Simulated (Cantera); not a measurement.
What does this Cantera script print?

```python
import numpy as np
import cantera as ct

gas_names = [...]  # 136 gases of nasa_gas.yaml made of C, H, N, O
cond_names = """
    C(gr) C6H6(L) C7H8(L) C8H18(L),n-octa H2O(s) H2O(L)
""".split()


# ... load() reads the species with a 1 bar reference pressure and builds the phases ...
atoms = {
    'toluene': {'C': 7, 'H': 8},
    'CO2': {'C': 1, 'O': 2},
    'N2': {'N': 2},
}
top_T = {'C(gr)': 4500}  # K; cautious upper limits of use, not melting points


# ... equilibrate(T, P, feed) seeds the gas with the atoms and calls Mixture.equilibrate('TP', solver="vcs", rtol=1e-11, max_steps=5000) ...
results = []
feed = {'toluene': 1, 'CO2': 5.2, 'N2': 0.51}  # mol
P = 1333.22  # Pa
for T in [675, 875, 1075, 1275, 1475, 1675, 1875, 2075, 2275]:
    mix = equilibrate(T, P, feed)
    results.append((T, P, feed, dict(zip(mix.species_names, mix.species_moles))))
    x = sorted(zip(gas.X, gas.species_names), reverse=True)
    print(f"T = {T:g} K  P = {P:g} Pa  gas = {mix.phase_moles(0):.4g} mol")
    print("   x: " + "  ".join(f"{s} {v:.3e}" for v, s in x if v > 0.0001))
    print("   condensed (mol): " + ("  ".join(f"{mix.phase(i).name} {mix.phase_moles(i):.4g}"
          for i in range(1, mix.n_phases) if mix.phase_moles(i) > 1e-12) or "none"))
```

It prints:

```
T = 675 K  P = 1333.22 Pa  gas = 9.054 mol
   x: CO2 4.601e-01  H2 2.435e-01  H2O 1.752e-01  N2 5.633e-02  CO 5.334e-02  CH4 1.154e-02
   condensed (mol): C(gr) 7.447
T = 875 K  P = 1333.22 Pa  gas = 14 mol
   x: CO 6.226e-01  H2 2.756e-01  CO2 5.558e-02  N2 3.644e-02  H2O 9.325e-03  CH4 4.421e-04
   condensed (mol): C(gr) 2.702
T = 1075 K  P = 1333.22 Pa  gas = 14.89 mol
   x: CO 6.963e-01  H2 2.682e-01  N2 3.425e-02  CO2 8.786e-04  H2O 3.147e-04
   condensed (mol): C(gr) 1.817
T = 1275 K  P = 1333.22 Pa  gas = 14.91 mol
   x: CO 6.975e-01  H2 2.682e-01  N2 3.420e-02
   condensed (mol): C(gr) 1.801
T = 1475 K  P = 1333.22 Pa  gas = 14.91 mol
   x: CO 6.975e-01  H2 2.682e-01  N2 3.416e-02
   condensed (mol): C(gr) 1.799
T = 1675 K  P = 1333.22 Pa  gas = 14.91 mol
   x: CO 6.973e-01  H2 2.678e-01  N2 3.404e-02  H 5.203e-04  HCN 3.044e-04
   condensed (mol): C(gr) 1.795
T = 1875 K  P = 1333.22 Pa  gas = 14.93 mol
   x: CO 6.965e-01  H2 2.659e-01  N2 3.372e-02  H 2.927e-03  HCN 8.257e-04
   condensed (mol): C(gr) 1.785
T = 2075 K  P = 1333.22 Pa  gas = 15 mol
   x: CO 6.934e-01  H2 2.595e-01  N2 3.304e-02  H 1.175e-02  HCN 1.815e-03  C2H2,acetylene 3.220e-04  HNC 1.176e-04
   condensed (mol): C(gr) 1.761
T = 2275 K  P = 1333.22 Pa  gas = 15.19 mol
   x: CO 6.849e-01  H2 2.426e-01  H 3.621e-02  N2 3.175e-02  HCN 3.346e-03  C2H2,acetylene 9.239e-04  HNC 2.945e-04
   condensed (mol): C(gr) 1.716
```

Method: chemical equilibrium by Gibbs-energy minimisation in Cantera with the NASA 1993 tables (ideal gas, pure condensed phases).
